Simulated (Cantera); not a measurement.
Input: 1 mol BN, 2.4 mol HCl, 3.1 mol H₂, held at 1400 K and 0.0210 bar.

Cantera equilibrium calculation (NASA polynomials, part measured and part estimated; ideal gas, pure solids and liquids). Candidate condensed phases: B, BN, NH₄Cl; 21 gas species. Gases not in the tables: BHCl₂. Equilibrium is a limit: real reactors are often held back by kinetics, nucleation or transport.

**Question.** What is the equilibrium state?

**Answer.** 
| Property | Value |
|---|---|
| x(H₂) | 0.565 |
| x(HCl) | 0.433 |
| x(BCl₃) | 0.00102 |
| x(N₂) | 0.000513 |
| x(H) | 2.52e-5 |
| x(Cl) | 1.59e-5 |
| x(BCl₂) | 5.35e-6 |
| x(BCl) | 1.33e-6 |
| n(BN(s)) | 0.994 mol |
| gas amount | 5.500 mol |
| log10 activity of B(s) (absent) | -2.27 |
